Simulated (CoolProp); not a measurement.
A simple Rankine cycle with toluene: condensing at 294.15 K, boiler at 0.752 MPa, turbine inlet 488.3 K, turbine efficiency 0.8, pump efficiency 0.6, no recuperator. Each further row changes one setting.

Values from CoolProp's reference Helmholtz-energy equation of state, Lemmon 2006. It is a short technical equation, of lower accuracy than the large ones.

```tsv
case	thermal efficiency (%)	net work (kJ/kg)	heat in (kJ/kg)	turbine exit temperature (K)	volume ratio over the turbine
as stated	___	___	679	377.3	220
turbine inlet 508.3 K	23.2	167	719	___	218
condensing temperature 286.15 K	24.4	___	___	369.6	335
boiler pressure 0.526 MPa	___	152	___	386.8	149
turbine efficiency 0.7	20.3	138	679	___	228
```

Fill in the missing entries.


- as stated, thermal efficiency (%): 23.3
- as stated, net work (kJ/kg): 158
- turbine inlet 508.3 K, turbine exit temperature (K): 398.1
- condensing temperature 286.15 K, net work (kJ/kg): 169
- condensing temperature 286.15 K, heat in (kJ/kg): 693
- boiler pressure 0.526 MPa, thermal efficiency (%): 22.1
- boiler pressure 0.526 MPa, heat in (kJ/kg): 687
- turbine efficiency 0.7, turbine exit temperature (K): 391.0
